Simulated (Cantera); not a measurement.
Cantera with NASA thermochemical tables; ideal gases at 1 bar, condensed phases pure. Values are per mole of reaction as written; species without (g) are pure solids or liquids, kept so even where they would boil at 1 bar.

### Question
Between 300 and 2825 K, where is each reaction favourable under standard conditions?
- H2O2(g) + 2 VO2(g) = V2O5 + H2O(g)

### Answer
- H2O2(g) + 2 VO2(g) = V2O5 + H2O(g): ΔG° is -1057 kJ at 300 K and -245 kJ at 2825 K; it stays negative (K > 1). ΔH° is -994 kJ and ΔS° -265 J/K at 2825 K.
